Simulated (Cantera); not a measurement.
An isothermal plug-flow reactor at 775 K and 1.01 bar (inlet), inlet velocity 1.3 m/s, active area per volume 1600 1/m; feed H₂ : O₂ : N₂ = 0.024 : 0.066 : 0.79 (molar parts), equivalence ratio 0.18.

Cantera simulation using Deutschmann's 1995 Pt surface mechanism with GRI-Mech 3.0 gas chemistry; the numbers are that mechanism's predictions, not measurements. Catalytic surfaces can have several steady states; this one follows from the mechanism file's or the stated starting coverage. Mass transfer to the wall is taken as infinitely fast.

What does this change do: temperature 775 to 623 K?


```
quantity                 before     after
----------------------  -------  --------
x(H₂) at z = 0.0072 m   1.23e-7  0.000128
x(O₂) at z = 0.0072 m    0.0622    0.0623
x(H₂O) at z = 0.0072 m   0.0276    0.0275
θ(free Pt) at the exit   0.0315   0.00420
θ(O*) at the exit         0.965     0.992
θ(OH*) at the exit      0.00357   0.00380
```

What does this change do: temperature 775 to 675 K?


```tsv
quantity	before	after
x(H₂) at z = 0.0072 m	1.23e-7	7.09e-5
x(O₂) at z = 0.0072 m	0.0622	0.0622
x(H₂O) at z = 0.0072 m	0.0276	0.0276
θ(free Pt) at the exit	0.0315	0.00685
θ(O*) at the exit	0.965	0.990
θ(OH*) at the exit	0.00357	0.00321
```
